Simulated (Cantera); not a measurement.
Ignition delay

Mixture: C3H8 : O2 : N2 : CO2 = 1 : 5 : 18.8 : 1 (molar parts), at 101000 Pa, adiabatic and at constant pressure. Ignition delay is the time to a rise of 400 K.

Computed with Cantera and GRI-Mech 3.0 (53 species, 325 reactions). GRI-Mech 3.0 was tuned for natural gas; its chemistry of propane as a main component is partial and can be far from experiment.

```csv
T0 (K),delay (ms)
1075,103
1175,10.9
1275,1.56
1375,0.332
1475,0.103
1575,0.0431
1675,0.0227
1775,0.0140
```

```
Item                                                    Result
--------------------------------------------------  ----------
apparent activation energy between 1575 and 1775 K  130 kJ/mol
```
